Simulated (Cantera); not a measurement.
**Adiabatic ignition**

An adiabatic, constant-volume homogeneous reactor starts with 3.63 % CO, 0.127 % H2, 2.03 % CH4, 19.8 % O2, 74.4 % N2, equivalence ratio 0.30, at 1650 K and 5.20 bar.

Detailed kinetics in Cantera: GRI-Mech 3.0 (53 species, 325 reactions).

```json
[
 {"t (s)": "6.00e-6", "T (K)": "1650", "P (bar)": "5.20", "x CO": "0.0363", "x H2": "0.00127", "x CH4": "0.0203", "x C2H4": "1.30e-8", "x HCN": "<1e-12", "x C2H2": "3.94e-12", "x H2O2": "1.57e-8"},
 {"t (s)": "2.88e-5", "T (K)": "1655", "P (bar)": "5.21", "x CO": "0.0363", "x H2": "0.00132", "x CH4": "0.0193", "x C2H4": "2.29e-5", "x HCN": "3.45e-12", "x C2H2": "6.99e-8", "x H2O2": "3.43e-7"},
 {"t (s)": "0.000138", "T (K)": "2489", "P (bar)": "7.72", "x CO": "0.00191", "x H2": "0.000221", "x CH4": "<1e-12", "x C2H4": "<1e-12", "x HCN": "1.17e-12", "x C2H2": "<1e-12", "x H2O2": "2.85e-7"},
 {"t (s)": "0.000660", "T (K)": "2486", "P (bar)": "7.71", "x CO": "0.00185", "x H2": "0.000216", "x CH4": "<1e-12", "x C2H4": "<1e-12", "x HCN": "1.23e-12", "x C2H2": "<1e-12", "x H2O2": "2.83e-7"},
 {"t (s)": "0.00316", "T (K)": "2473", "P (bar)": "7.67", "x CO": "0.00175", "x H2": "0.000206", "x CH4": "<1e-12", "x C2H4": "<1e-12", "x HCN": "1.39e-12", "x C2H2": "<1e-12", "x H2O2": "2.72e-7"},
 {"t (s)": "0.0152", "T (K)": "2454", "P (bar)": "7.61", "x CO": "0.00161", "x H2": "0.000191", "x CH4": "<1e-12", "x C2H4": "<1e-12", "x HCN": "1.42e-12", "x C2H2": "<1e-12", "x H2O2": "2.57e-7"},
 {"t (s)": "0.0727", "T (K)": "2451", "P (bar)": "7.60", "x CO": "0.00159", "x H2": "0.000189", "x CH4": "<1e-12", "x C2H4": "<1e-12", "x HCN": "1.42e-12", "x C2H2": "<1e-12", "x H2O2": "2.55e-7"},
 {"t (s)": "0.348", "T (K)": "2451", "P (bar)": "7.60", "x CO": "0.00159", "x H2": "0.000189", "x CH4": "<1e-12", "x C2H4": "<1e-12", "x HCN": "1.42e-12", "x C2H2": "<1e-12", "x H2O2": "2.55e-7"},
 {"t (s)": "1.67", "T (K)": "2451", "P (bar)": "7.60", "x CO": "0.00159", "x H2": "0.000189", "x CH4": "<1e-12", "x C2H4": "<1e-12", "x HCN": "1.42e-12", "x C2H2": "<1e-12", "x H2O2": "2.55e-7"},
 {"t (s)": "8.00", "T (K)": "2451", "P (bar)": "7.60", "x CO": "0.00159", "x H2": "0.000189", "x CH4": "<1e-12", "x C2H4": "<1e-12", "x HCN": "1.42e-12", "x C2H2": "<1e-12", "x H2O2": "2.55e-7"}
]
```
x: mole fraction; the columns are a selection and need not sum to one.

| Quantity | Result |
|---|---|
| time of steepest temperature rise | 45.3 µs |
| temperature at 8.00 s | 2451 K |
| equilibrium temperature | 2451 K |
| x(CO) at 8.00 s | 0.00159 (gas-phase equilibrium 0.00159) |
| x(H2) at 8.00 s | 0.000189 (gas-phase equilibrium 0.000189) |
| x(CH4) at 8.00 s | <1e-12 (gas-phase equilibrium <1e-12) |
